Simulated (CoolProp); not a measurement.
Vapour-liquid equilibrium of trans-2-butene (1) + acetone (2) at 37.85 °C; x and y are mole fractions of (1).

Model: multi-fluid Helmholtz-energy mixture model, Lemmon 2005 and Lemmon 2006; pair parameters Bell 2016, in CoolProp.

```json
[
 {"x": "0.05", "bubble pressure, mixture model (bar)": "0.9279", "bubble pressure, Raoult's law (bar)": "0.6670", "y, mixture model": "(withheld)", "y, Raoult's law": "0.258"},
 {"x": "0.2", "bubble pressure, mixture model (bar)": "1.858", "bubble pressure, Raoult's law (bar)": "1.106", "y, mixture model": "0.754", "y, Raoult's law": "0.623"},
 {"x": "0.35", "bubble pressure, mixture model (bar)": "(withheld)", "bubble pressure, Raoult's law (bar)": "1.545", "y, mixture model": "0.829", "y, Raoult's law": "0.781"},
 {"x": "0.5", "bubble pressure, mixture model (bar)": "(withheld)", "bubble pressure, Raoult's law (bar)": "1.984", "y, mixture model": "(withheld)", "y, Raoult's law": "0.869"},
 {"x": "0.65", "bubble pressure, mixture model (bar)": "(withheld)", "bubble pressure, Raoult's law (bar)": "2.423", "y, mixture model": "(withheld)", "y, Raoult's law": "0.925"},
 {"x": "0.8", "bubble pressure, mixture model (bar)": "(withheld)", "bubble pressure, Raoult's law (bar)": "2.862", "y, mixture model": "0.919", "y, Raoult's law": "0.964"},
 {"x": "0.95", "bubble pressure, mixture model (bar)": "3.376", "bubble pressure, Raoult's law (bar)": "3.302", "y, mixture model": "0.972", "y, Raoult's law": "0.992"}
]
```

Task: Some entries are withheld; supply them.

Result: 
- 0.05, y, mixture model: 0.455
- 0.35, bubble pressure, mixture model (bar): 2.413
- 0.5, bubble pressure, mixture model (bar): 2.733
- 0.5, y, mixture model: 0.863
- 0.65, bubble pressure, mixture model (bar): 2.951
- 0.65, y, mixture model: 0.888
- 0.8, bubble pressure, mixture model (bar): 3.154

The largest gap from Raoult's law is +68.0 % in bubble pressure, at x = 0.2. No azeotrope shows between x = 0.05 and 0.95.

The pair parameters rest on a limited set of measurements; away from them the model extrapolates. With so large a gap from Raoult's law the liquid may split in two, which this calculation doesn't test in full.
